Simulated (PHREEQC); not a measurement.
Synthetic water in mg/L, 25 °C, pH 5.93, pe 12.8:

```tsv
constituent	mg/L
Na	0.132
K	0.0028
Ca	0.419
Mg	0.0646
Cl	0.354
S(6) as SO4	0.292
Alkalinity as HCO3	0.953
Ba	0.000498
Si as SiO2	0.00215
Cu(2)	0.000238
Cd	0.0925
O(0) (dissolved oxygen)	0.00602
```

Valence states are taken as typed.

Model: ion-association model, wateq4f.dat, run in PHREEQC.

Each row changes one thing in this solution. Precipitation was switched off in this run.

```csv
case,CO2 (mol/kgw),Cu+2 (mol/kgw),MgSO4 (mol/kgw),CO3-2 (mol/kgw),MgHCO3+ (mol/kgw),HSO4- (mol/kgw),SI of Otavite (CdCO3),SI of Quartz (SiO2)
as made,4.40e-5,3.62e-9,1.77e-9,6.87e-10,5.05e-10,3.38e-10,-3.18,-3.47
pH from 5.93 to 5.63 at the same alkalinity,9.39e-5,3.67e-9,…,…,…,6.74e-10,-3.45,-3.47
Mg from 0.0646 to 0.0323 mg/L,4.40e-5,3.62e-9,…,6.87e-10,2.53e-10,3.38e-10,-3.18,-3.47
Cu(2) from 0.000238 to 0.000476 mg/L,4.40e-5,7.24e-9,1.77e-9,6.87e-10,5.05e-10,3.38e-10,-3.18,-3.47
```

Some entries are withheld; supply them.


- pH from 5.93 to 5.63 at the same alkalinity, MgSO4 (mol/kgw): 1.76e-9
- pH from 5.93 to 5.63 at the same alkalinity, CO3-2 (mol/kgw): 3.69e-10
- pH from 5.93 to 5.63 at the same alkalinity, MgHCO3+ (mol/kgw): 5.40e-10
- Mg from 0.0646 to 0.0323 mg/L, MgSO4 (mol/kgw): 8.85e-10
